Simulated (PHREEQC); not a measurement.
## Nickel, zinc or cadmium bath

Dissolve 0.052 mol/kgw CdCl2, 0.00014 mol/kgw NaOH and 0.24 mol/kgw FeSO4 at 20 °C. Closed to the air; pH follows from the charge balance.

The numbers come from PHREEQC with the ion-association model, wateq4f.dat.

Each row changes one thing in this solution. Precipitation was switched off in this run.

| case | pH | ionic strength (mol/kgw) |
|---|---|---|
| as made | 6.98 | 0.578 |
| FeSO4 from 0.24 to 0.024 mol/kgw | 7.14 | 0.139 |
| FeSO4 left out | 7.15 | [?] |
| FeSO4 from 0.24 to 0.264 mol/kgw | 6.96 | 0.623 |
| CdCl2 from 0.052 to 0.026 mol/kgw | 7.08 | [?] |
| CdCl2 left out | [?] | [?] |
| FeSO4 replaced by CuSO4 at the same molality | 4.56 | [?] |

Q: What belongs in the gaps?

A: 
- FeSO4 left out, ionic strength (mol/kgw): 0.0752
- CdCl2 from 0.052 to 0.026 mol/kgw, ionic strength (mol/kgw): 0.539
- CdCl2 left out, pH: 7.16
- CdCl2 left out, ionic strength (mol/kgw): 0.494
- FeSO4 replaced by CuSO4 at the same molality, ionic strength (mol/kgw): 0.540

Some of these states are supersaturated (in Antlerite, Brochantite, for instance).
